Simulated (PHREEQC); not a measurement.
Silver or lead bath (model solution)

Make-up at 25 °C: 36 mmol/kgw Pb(NO3)2 and 14 mmol/kgw KNO3. Closed to the air; pH follows from the charge balance.

Computed with PHREEQC (ion-association model, phreeqc.dat).

This is a speciation only: nothing precipitates in the calculation.

Predict the pH, ionic strength.

pH 4.65; ionic strength 0.101 mol/kgw.

In which forms is Pb present?

Pb+2 71 %, PbNO3+ 29 % of the Pb.

Complexes and solids missing from the database can't appear.
